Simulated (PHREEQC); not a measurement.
Make-up at 25 °C: 0.017 mol Cu(NO3)2, 4.8e-05 mol HBF4 and 3.9e-05 mol NaCl per kg of water. Closed to the air; pH follows from the charge balance.

Model: ion-association model, phreeqc.dat, run in PHREEQC.

No solid was allowed to form.

### Question
Order these F species by the share of F that they hold, largest first: F-, HF, CuF+.

### Answer
F- (76 %), HF (13 %), CuF+ (11 %)

The pH is 3.84 and the ionic strength 0.0512 mol/kgw. Real BF4- forms and hydrolyses slowly; the run takes it at equilibrium.
